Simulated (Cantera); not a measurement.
Input (Python, Cantera):

```python
import numpy as np
import cantera as ct

gas = ct.Solution("gri30.yaml")
gas.TP = 300, 100000
flame = ct.CounterflowDiffusionFlame(gas, width=0.02)
flame.fuel_inlet.X, flame.fuel_inlet.T = {'CH4': 1, 'C2H6': 0.15}, 325
flame.oxidizer_inlet.X, flame.oxidizer_inlet.T = {'O2': 0.28, 'N2': 0.72}, 548
flame.set_refine_criteria(ratio=3, slope=0.12, curve=0.24, prune=0.03)
show = ['OH', 'H', 'NO', 'CO', 'C2H2']

rows = []
print(f"{'mdot':>8s}{'a_max':>10s}{'a_mean':>10s}{'Tmax/K':>9s}" + "".join(f"{s:>11s}" for s in show) + "   (peak mole fractions)")
for i, mdot in enumerate([0.25, 0.41, 0.69, 1.1, 1.9, 3.1, 5.2]):  # kg/m2/s on the oxidiser side
    flame.oxidizer_inlet.mdot, flame.fuel_inlet.mdot = mdot, 1 * mdot
    flame.solve(loglevel=0, auto=(i == 0))
    if flame.T.max() < max(325, 548) + 100:
        print(f"{mdot:8.3g}  no burning solution found from the previous one")
        break
    dT = np.abs(np.gradient(flame.T, flame.grid))
    rows.append([flame.strain_rate("max"), flame.strain_rate("mean"), flame.T.max(),
                 *(flame.X[gas.species_index(s)].max() for s in show), max(dT[0], dT[-1]) / dT.max()])
    print(f"{mdot:8.3g}{rows[-1][0]:10.1f}{rows[-1][1]:10.1f}{rows[-1][2]:9.1f}" + "".join(f"{x:11.3e}" for x in rows[-1][3:-1]))
```

Result:

```
    mdot     a_max    a_mean   Tmax/K         OH          H         NO         CO       C2H2   (peak mole fractions)
    0.25     231.4      38.5   2385.8  1.584e-02  6.902e-03  6.548e-04  9.656e-02  2.751e-02
    0.41     358.4      63.1   2350.0  1.582e-02  7.360e-03  5.404e-04  9.340e-02  2.641e-02
    0.69     572.2     106.1   2321.8  1.571e-02  7.860e-03  4.529e-04  9.048e-02  2.517e-02
     1.1     875.6     169.2   2300.8  1.556e-02  8.335e-03  3.873e-04  8.836e-02  2.403e-02
     1.9    1445.4     292.2   2272.7  1.517e-02  8.809e-03  3.098e-04  8.617e-02  2.226e-02
     3.1    2267.8     476.8   2240.5  1.446e-02  9.040e-03  2.368e-04  8.438e-02  2.018e-02
     5.2    3653.3     799.8   2199.0  1.339e-02  9.015e-03  1.604e-04  8.319e-02  1.732e-02
```

Computed with Cantera and GRI-Mech 3.0 (53 species, 325 reactions). GRI-Mech 3.0 has no aromatics or soot, which form on the fuel side of real flames. The maximum strain rate includes the flame's own expansion and is several times the mean.
